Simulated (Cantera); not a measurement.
**SiHCl3 + Cl2 + H2 (silicon epitaxy and polysilicon growth)**

Feed: 1 mol SiHCl3, 0.26 mol Cl2, 120 mol H2, held at 1000 Pa.

These are equilibrium values from Cantera (NASA tables, ideal gas, pure condensed phases), not measurements of a reactor. Candidate condensed phases: Si; 19 gas species. The tables' values for SiCl3 are old estimates; treat these amounts as uncertain. The numbers say what is thermodynamically allowed, not how fast it happens.

| T (K) | log p H2 | log p HCl | log p SiCl4 | log p SiCl2 | log p SiHCl3 | log p SiCl3 | log p H | n Si(s) |
|---|---|---|---|---|---|---|---|---|
| 973 | -2.01 | -3.91 | -4.54 | -5.60 | -4.89 | -5.80 | -9.97 | 0.433 |
| 1023 | -2.01 | -3.77 | -4.73 | -5.28 | -5.04 | -5.67 | -9.39 | 0.567 |
| 1073 | -2.01 | -3.68 | -5.03 | -5.06 | -5.27 | -5.64 | -8.86 | 0.680 |
| 1123 | -2.01 | -3.63 | -5.43 | -4.92 | -5.58 | -5.72 | -8.38 | 0.750 |
| 1173 | -2.01 | -3.61 | -5.90 | -4.85 | -5.94 | -5.87 | -7.93 | 0.779 |
| 1223 | -2.01 | -3.60 | -6.39 | -4.80 | -6.31 | -6.05 | -7.53 | 0.785 |
| 1273 | -2.01 | -3.60 | -6.85 | -4.78 | -6.66 | -6.22 | -7.15 | 0.783 |
| 1323 | -2.01 | -3.60 | -7.28 | -4.75 | -6.99 | -6.39 | -6.81 | 0.777 |
| 1373 | -2.01 | -3.60 | -7.69 | -4.73 | -7.30 | -6.54 | -6.48 | 0.770 |
| 1423 | -2.01 | -3.60 | -8.07 | -4.72 | -7.59 | -6.69 | -6.18 | 0.762 |
| 1473 | -2.01 | -3.61 | -8.42 | -4.70 | -7.86 | -6.83 | -5.90 | 0.755 |
log p: log10 of the partial pressure in bar; n: condensed amount in mol.

From 973 K to 1473 K the condensed part is Si(s). The main Si-bearing gas is SiCl4 at 973 K and SiCl2 at 1473 K. The share of Si in condensed phases is highest at 1223 K (78.5 %) and lowest at 973 K (43.3 %).
